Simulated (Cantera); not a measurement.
Feed: 1 mol SiH2Cl2, a varied amount of NH3, held at 0.650 bar.

Method: chemical equilibrium by Gibbs-energy minimisation in Cantera with the NASA 1993 tables (ideal gas, pure condensed phases). Candidate condensed phases: NH4Cl, Si, Si3N4; 28 gas species. Mutual solubility and eutectic melting of coexisting phases are not modelled. The tables' values for SiCl3 are old estimates. The numbers say what is thermodynamically allowed, not how fast it happens.

Stable condensed phases, one row left out:

```
T in K \ n(NH3) in mol
         0.15 0.29 0.43 0.56  0.7 0.84 0.97  1.1  1.2  1.4  1.5  1.7  1.8
   2123     A    A    A    A    A    A    A    A    A    A    A    A    A
   2023     A    A    A    A    A    A    A    A    A    A    A    A    A
   1923     A    A    A    B    B    B    B    B    B    C    C    C    C
   1823     B    B    B    C    C    C    C    C    C    C    C    C    C
   1723     B    B    B    C    C    C    C    C    C    C    C    C    C
   1623     B    B    B    C    C    C    C    C    C    C    C    C    C
   1423     B    B    B    B    C    C    C    C    C    C    C    C    C
   1323     B    B    B    B    C    C    C    C    C    C    C    C    C
   1223     B    B    B    B    C    C    C    C    C    C    C    C    C
   1123     B    B    B    B    C    C    C    C    C    C    C    C    C
   1023     B    B    B    B    C    C    C    C    C    C    C    C    C
    923     B    B    B    B    C    C    C    C    C    C    C    C    C
    823     B    B    B    B    C    C    C    C    C    C    C    C    C
```

A: Si; B: Si + Si3N4; C: Si3N4.

Q: Give the row for 1523 K.

A: 0.15: Si + Si3N4; 0.29: Si + Si3N4; 0.43: Si + Si3N4; 0.56: Si3N4; 0.7: Si3N4; 0.84: Si3N4; 0.97: Si3N4; 1.1: Si3N4; 1.2: Si3N4; 1.4: Si3N4; 1.5: Si3N4; 1.7: Si3N4; 1.8: Si3N4.
